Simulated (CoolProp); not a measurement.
Saturation properties of water.

Model: reference Helmholtz-energy equation of state, Wagner 2002, in CoolProp.

| T (°C) | p (kPa) | liquid density (kg/m³) | vapour density (kg/m³) | liquid cp (kJ/(kg K)) | liquid conductivity (mW/(m K)) |
|---|---|---|---|---|---|
| 186.95 | 1173 | 879.5 | 5.995 | 4.434 | 668 |
| 200.45 | 1570 | 864.1 | 7.933 | 4.498 | 660 |
| 213.85 | 2059 | 848.0 | 10.33 | 4.575 | 650 |
| 227.25 | 2659 | 830.8 | 13.30 | 4.666 | 639 |
| 240.75 | 3391 | 812.3 | 16.97 | 4.779 | 626 |
| 254.15 | 4262 | 792.7 | 21.45 | 4.916 | 612 |
| 267.65 | 5304 | 771.3 | 26.99 | 5.088 | 597 |
| 281.05 | 6519 | 748.4 | 33.75 | 5.308 | 580 |
| 294.45 | 7936 | 723.3 | 42.12 | 5.600 | 561 |
| 307.95 | 9592 | 695.2 | 52.70 | 6.008 | 540 |
| 321.35 | 11490 | 663.7 | 66.16 | 6.611 | 518 |
| 334.85 | 13680 | 626.7 | 84.17 | 7.617 | 492 |
| 348.25 | 16180 | 581.6 | 109.5 | 9.668 | 464 |

It boils at 100.0 °C under 1 atm.

Thermal conductivity comes from a separate model (Huber 2012).
